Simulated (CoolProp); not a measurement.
Vapour pressure (MPa) of ammonia: the reference equation beside estimates from Tc = 132.4 °C, pc = 11.36 MPa, ω = 0.256.

Model: reference Helmholtz-energy equation of state, Gao 2020, in CoolProp.

```json
[
 {"T (°C)": "-21.85", "reference": "0.1749", "Lee-Kesler": "0.1697", "van der Waals": "1.186"},
 {"T (°C)": "-15.65", "reference": "0.2297", "Lee-Kesler": "0.2246", "van der Waals": "1.358"},
 {"T (°C)": "-9.45", "reference": "0.2972", "Lee-Kesler": "0.2925", "van der Waals": "1.546"},
 {"T (°C)": "-3.25", "reference": "0.3795", "Lee-Kesler": "0.3757", "van der Waals": "1.751"},
 {"T (°C)": "2.95", "reference": "0.4787", "Lee-Kesler": "0.4763", "van der Waals": "1.973"},
 {"T (°C)": "9.15", "reference": "0.5970", "Lee-Kesler": "0.5964", "van der Waals": "2.213"},
 {"T (°C)": "15.35", "reference": "0.7367", "Lee-Kesler": "0.7385", "van der Waals": "2.472"},
 {"T (°C)": "21.55", "reference": "0.9003", "Lee-Kesler": "0.9049", "van der Waals": "2.749"},
 {"T (°C)": "27.75", "reference": "1.090", "Lee-Kesler": "1.098", "van der Waals": "3.045"},
 {"T (°C)": "33.95", "reference": "1.310", "Lee-Kesler": "1.321", "van der Waals": "3.362"},
 {"T (°C)": "40.05", "reference": "1.557", "Lee-Kesler": "1.571", "van der Waals": "3.693"},
 {"T (°C)": "46.25", "reference": "1.842", "Lee-Kesler": "1.860", "van der Waals": "4.050"}
]
```

Absolute difference from the reference over all 12 rows, mean and median: Lee-Kesler 1.0 and 0.9 %, van der Waals 289.0 and 253.1 %.
